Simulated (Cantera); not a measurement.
Charge: 1 mol Cu, 0.012 mol H2O, 6.3 mol CO, at 1152 °C and 1 atm.

These are equilibrium values from Cantera (NASA tables, ideal gas, pure condensed phases), not measurements of a reactor. Candidate condensed phases: C, C6H6, C7H8, C8H18, Cu, CuO, Cu(OH)2, Cu2O, H2O; 113 gas species. Rates play no part.

Base state: CO 0.996, CO2 0.00189, H2 0.00189 (mole fractions); condensed: Cu(l).

**Question.** What changes in the equilibrium state with this change: Cu replaced by Ti?

**Answer.** 
| species | before | after |
|---|---|---|
| CO | 0.996 | 0.996 |
| H2 | 0.00189 | 0.00262 |
| CO2 | 0.00189 | 0.00134 |
| Cu(l), mol | 1.000 | 0 |
| C(graphite), mol | 0 | 1.74 |
| Ti4O7(s), mol | 0 | 0.250 |
Condensed phases not in the tables: Magnéli phases beyond Ti4O7. Further candidate phases: Ti, TiC, TiO, TiO2, Ti2O3, Ti3O5, Ti4O7.
